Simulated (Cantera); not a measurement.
Charge: 1 mol Cr, 0.6 mol H₂O, equilibrated at 36.0 Pa.

Method: chemical equilibrium by Gibbs-energy minimisation in Cantera with the NASA 1993 tables (ideal gas, pure condensed phases). Candidate condensed phases: Cr, Cr₂O₃, H₂O; 13 gas species. Mutual solubility and eutectic melting of coexisting phases are not modelled. Kinetics and transport are ignored. All values below are at 1798 K.

Base state: H₂ 0.728, Cr 0.251, H 0.0158, H₂O 0.00467, CrO 0.000841 (mole fractions); condensed: Cr(s) + Cr₂O₃(s).

Problem. What changes in the equilibrium state with this change: pressure from 36.0 Pa to 14.0 Pa?

Solution. 
```tsv
species	before	after
Cr	0.251	0.495
H₂	0.728	0.479
H	0.0158	0.0206
CrO	0.000841	0.00198
OH	6.68e-6	1.04e-5
H₂O	0.00467	0.00367
Cr(s), mol	0.399	0
Cr₂O₃(s), mol	0.199	0.198
```
